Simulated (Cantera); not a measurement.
Thermodynamics of fluorocarbon and chlorocarbon gases, feed CH₂F₂ + CH₄ + H₂

Charge: 1 mol CH₂F₂, 0.016 mol CH₄, 3.4 mol H₂, at 0.133 bar.

These are equilibrium values from Cantera (NASA tables, ideal gas, pure condensed phases), not measurements of a reactor. Candidate condensed phases: C, C₆H₆, C₇H₈, C₈H₁₈; 95 gas species. The numbers say what is thermodynamically allowed, not how fast it happens.

From 3000 K to 3200 K the condensed part is C(graphite). From 3250 K to 3500 K nothing is condensed. The main C-bearing gas is C₂H₂ (acetylene) at 3000 K and C₃ at 3500 K.

```json
[
 {"T (K)": "3000", "x H": "0.268", "x H₂": "0.384", "x HF": "0.315", "x C₂H₂ (acetylene)": "0.0239", "x C₃": "0.00234", "x F": "0.00136", "x C": "0.000380", "x C₂H": "0.00287", "n C(graphite)": "0.608"},
 {"T (K)": "3050", "x H": "0.300", "x H₂": "0.355", "x HF": "0.308", "x C₂H₂ (acetylene)": "0.0255", "x C₃": "0.00395", "x F": "0.00176", "x C": "0.000607", "x C₂H": "0.00396", "n C(graphite)": "0.524"},
 {"T (K)": "3100", "x H": "0.332", "x H₂": "0.324", "x HF": "0.300", "x C₂H₂ (acetylene)": "0.0267", "x C₃": "0.00656", "x F": "0.00226", "x C": "0.000954", "x C₂H": "0.00539", "n C(graphite)": "0.410"},
 {"T (K)": "3150", "x H": "0.363", "x H₂": "0.293", "x HF": "0.291", "x C₂H₂ (acetylene)": "0.0276", "x C₃": "0.0107", "x F": "0.00289", "x C": "0.00148", "x C₂H": "0.00720", "n C(graphite)": "0.251"},
 {"T (K)": "3200", "x H": "0.393", "x H₂": "0.261", "x HF": "0.281", "x C₂H₂ (acetylene)": "0.0279", "x C₃": "0.0172", "x F": "0.00368", "x C": "0.00226", "x C₂H": "0.00945", "n C(graphite)": "0.0211"},
 {"T (K)": "3250", "x H": "0.427", "x H₂": "0.236", "x HF": "0.272", "x C₂H₂ (acetylene)": "0.0230", "x C₃": "0.0196", "x F": "0.00463", "x C": "0.00306", "x C₂H": "0.00993", "n C(graphite)": "0"},
 {"T (K)": "3300", "x H": "0.460", "x H₂": "0.212", "x HF": "0.263", "x C₂H₂ (acetylene)": "0.0182", "x C₃": "0.0211", "x F": "0.00580", "x C": "0.00402", "x C₂H": "0.0100", "n C(graphite)": "0"},
 {"T (K)": "3350", "x H": "0.492", "x H₂": "0.189", "x HF": "0.254", "x C₂H₂ (acetylene)": "0.0142", "x C₃": "0.0222", "x F": "0.00725", "x C": "0.00522", "x C₂H": "0.00992", "n C(graphite)": "0"},
 {"T (K)": "3400", "x H": "0.523", "x H₂": "0.166", "x HF": "0.245", "x C₂H₂ (acetylene)": "0.0108", "x C₃": "0.0228", "x F": "0.00904", "x C": "0.00667", "x C₂H": "0.00961", "n C(graphite)": "0"},
 {"T (K)": "3450", "x H": "0.550", "x H₂": "0.146", "x HF": "0.236", "x C₂H₂ (acetylene)": "0.00811", "x C₃": "0.0230", "x F": "0.0112", "x C": "0.00841", "x C₂H": "0.00916", "n C(graphite)": "0"},
 {"T (K)": "3500", "x H": "0.576", "x H₂": "0.127", "x HF": "0.227", "x C₂H₂ (acetylene)": "0.00600", "x C₃": "0.0227", "x F": "0.0139", "x C": "0.0105", "x C₂H": "0.00859", "n C(graphite)": "0"}
]
```
x: gas mole fraction; n: condensed amount in mol.
